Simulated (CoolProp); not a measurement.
Vapour-liquid equilibrium of R125 (1) + R115 (2) at 223.6 K; x and y are mole fractions of (1).

Values from CoolProp's multi-fluid Helmholtz-energy mixture model, Lemmon 2005 and Lemmon 2016; pair parameters Bell 2016.

```csv
x,"bubble pressure, mixture model (bar)","bubble pressure, Raoult's law (bar)","y, mixture model","y, Raoult's law"
0.05,0.6847,0.6388,0.132,0.074
0.15,0.7812,0.6707,0.306,0.211
0.25,0.8503,0.7027,0.419,0.335
0.35,0.9001,0.7347,0.502,0.449
0.45,0.9360,0.7667,0.570,0.553
0.55,0.9614,0.7987,0.631,0.649
0.65,0.9777,0.8307,0.691,0.738
0.75,0.9850,0.8626,0.756,0.820
0.85,0.9811,0.8946,0.833,0.896
0.95,0.9612,0.9266,0.934,0.966
```

The largest gap from Raoult's law is +22.5 % in bubble pressure, at x = 0.35. y crosses x between x = 0.75 and 0.85: the model has an azeotrope there.

The pair parameters rest on a limited set of measurements; away from them the model extrapolates.
